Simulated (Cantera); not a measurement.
**CHF₃ + CH₄ + H₂ (fluorocarbon and chlorocarbon gases)**

Feed: 1 mol CHF₃, 0.015 mol CH₄, 3.1 mol H₂, at 10000 Pa.

Method: chemical equilibrium by Gibbs-energy minimisation in Cantera with the NASA 1993 tables (ideal gas, pure condensed phases). Candidate condensed phases: C, C₆H₆, C₇H₈, C₈H₁₈; 110 gas species. Ions and electrons are included (thermal ionisation). The numbers say what is thermodynamically allowed, not how fast it happens.

```json
[
 {"T (°C)": "2727", "x H": "0.239", "x HF": "0.507", "x F": "0.00327", "x H₂": "0.229", "x C": "0.000507", "x C₃": "0.00312", "x C₂H₂ (acetylene)": "0.0142", "n C(graphite)": "0.742"},
 {"T (°C)": "2977", "x H": "0.362", "x HF": "0.437", "x F": "0.0117", "x H₂": "0.127", "x C": "0.00422", "x C₃": "0.0289", "x C₂H₂ (acetylene)": "0.0133", "n C(graphite)": "0"},
 {"T (°C)": "3227", "x H": "0.473", "x HF": "0.363", "x F": "0.0361", "x H₂": "0.0642", "x C": "0.0135", "x C₃": "0.0276", "x C₂H₂ (acetylene)": "0.00286", "n C(graphite)": "0"},
 {"T (°C)": "3477", "x H": "0.545", "x HF": "0.264", "x F": "0.0894", "x H₂": "0.0296", "x C": "0.0325", "x C₃": "0.0178", "x C₂H₂ (acetylene)": "0.000484", "n C(graphite)": "0"},
 {"T (°C)": "3727", "x H": "0.591", "x HF": "0.153", "x F": "0.159", "x H₂": "0.0137", "x C": "0.0582", "x C₃": "0.00689", "x C₂H₂ (acetylene)": "6.47e-5", "n C(graphite)": "0"},
 {"T (°C)": "3977", "x H": "0.617", "x HF": "0.0737", "x F": "0.212", "x H₂": "0.00661", "x C": "0.0772", "x C₃": "0.00149", "x C₂H₂ (acetylene)": "6.55e-6", "n C(graphite)": "0"},
 {"T (°C)": "4227", "x H": "0.631", "x HF": "0.0333", "x F": "0.241", "x H₂": "0.00333", "x C": "0.0852", "x C₃": "0.000242", "x C₂H₂ (acetylene)": "6.10e-7", "n C(graphite)": "0"},
 {"T (°C)": "4477", "x H": "0.638", "x HF": "0.0152", "x F": "0.255", "x H₂": "0.00177", "x C": "0.0880", "x C₃": "4.04e-5", "x C₂H₂ (acetylene)": "6.41e-8", "n C(graphite)": "0"},
 {"T (°C)": "4727", "x H": "0.641", "x HF": "0.00728", "x F": "0.261", "x H₂": "0.000992", "x C": "0.0890", "x C₃": "7.64e-6", "x C₂H₂ (acetylene)": "8.09e-9", "n C(graphite)": "0"}
]
```
x: gas mole fraction; n: condensed amount in mol.

At 2727 °C the condensed part is C(graphite). From 2977 °C to 4727 °C nothing is condensed. The main C-bearing gas is C₂H₂ (acetylene) at 2727 °C and C at 4727 °C.
